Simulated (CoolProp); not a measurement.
R1233zd(E) along the isotherm -0.75 °C: density (kg/m³) from the reference equation and from simpler models built on Tc = 165.7 °C, pc = 35.83 bar, ω = 0.304; each cubic takes its own stable root.

Values from CoolProp's reference Helmholtz-energy equation of state, Akasaka 2022.

```
p (bar)   phase  reference  Redlich-Kwong  Soave-Redlich-Kwong  Peng-Robinson
-------  ------  ---------  -------------  -------------------  -------------
0.283       gas      1.654          1.647                1.650          1.650
0.504    liquid       1323          2.958                 1189           1343
0.896    liquid       1323          5.337                 1189           1343
1.59     liquid       1323           1143                 1189           1343
2.83     liquid       1324              …                 1190           1343
5.04     liquid       1324           1145                 1191              …
8.96     liquid       1325              …                 1192              …
15.9     liquid       1327           1150                 1194              …
28.3     liquid       1329           1155                 1198           1351
50.4     liquid       1334              …                    …           1356
89.6     liquid       1342              …                 1214           1366
```

Task: Some entries are withheld; supply them.

Result: 
- 2.83, Redlich-Kwong: 1144
- 5.04, Peng-Robinson: 1344
- 8.96, Redlich-Kwong: 1147
- 8.96, Peng-Robinson: 1345
- 15.9, Peng-Robinson: 1347
- 50.4, Redlich-Kwong: 1164
- 50.4, Soave-Redlich-Kwong: 1204
- 89.6, Redlich-Kwong: 1178

At some of these states Redlich-Kwong gives the other phase, because its saturation line lies elsewhere.
